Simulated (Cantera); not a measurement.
Feed: 1 mol BCl3, 0.12 mol O2, 53 mol N2, 2 mol H2O, equilibrated at 1298.15 K.

Cantera equilibrium calculation (NASA polynomials, part measured and part estimated; ideal gas, pure solids and liquids). Candidate condensed phases: B, BN, B2O3, B3O3H3, H2O, NH4Cl; 49 gas species. Gases not in the tables: H3BO3. The numbers say what is thermodynamically allowed, not how fast it happens.

Which condensed phases are stable at each of these points (P (Pa)): 10, 28, 77, 220, 600, 1700, 4600, 13000, 36000, 100000?


| P (Pa) | condensed phases | B condensed (%) |
|---|---|---|
| 10 | gas only | 0.0 |
| 28 | B2O3(l) | 24.0 |
| 77 | B2O3(l) | 50.0 |
| 220 | B2O3(l) | 68.4 |
| 600 | B2O3(l) | 80.1 |
| 1700 | B2O3(l) | 87.9 |
| 4600 | B2O3(l) | 92.5 |
| 13000 | B2O3(l) | 95.4 |
| 36000 | B2O3(l) | 97.2 |
| 100000 | B2O3(l) | 98.2 |

At 10.0 Pa nothing is condensed. From 28.0 Pa to 1.00 bar the condensed part is B2O3(l). The share of B in condensed phases is highest at 1.00 bar (98.2 %) and lowest at 10.0 Pa (0.0 %).
